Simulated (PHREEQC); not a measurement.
## Copper plating or etch bath: an equilibrium model

Dissolve 2.6 mmol/kgw CuSO4, 61 mmol/kgw H2SO4 and 0.1 mmol/kgw NaCl at 25 °C. Closed to the air; pH follows from the charge balance.

The numbers come from PHREEQC with the ion-association model, wateq4f.dat.

Each row changes one thing in this solution. Precipitation was switched off in this run.

| case | pH | ionic strength (mol/kgw) | HSO4- (mol/kgw) | SO4-2 (mol/kgw) |
|---|---|---|---|---|
| as made | 1.21 | 0.0965 | 0.0468 | 0.0160 |
| temperature from 25 to 15 °C | 1.19 | 0.101 | 0.0445 | 0.0182 |
| NaCl from 0.0001 to 2e-05 mol/kgw | 1.21 | 0.0965 | 0.0468 | 0.0160 |
| CuSO4 left out | 1.20 | ? | 0.0458 | 0.0152 |
| 0.044 mol/kgw KOH added | 1.47 | 0.112 | 0.0365 | 0.0236 |
| diluted 10-fold with water | 2.05 | 0.0143 | 0.00237 | 0.00392 |
| NaCl left out | 1.21 | 0.0964 | 0.0468 | 0.0160 |
| temperature from 25 to 45 °C | ? | 0.0881 | 0.0512 | 0.0117 |

Task: Complete the blanks.

Result: 
- CuSO4 left out, ionic strength (mol/kgw): 0.0915
- temperature from 25 to 45 °C, pH: 1.23

At this temperature some constants are extrapolated from 25 °C, and those without enthalpy data are left unchanged.
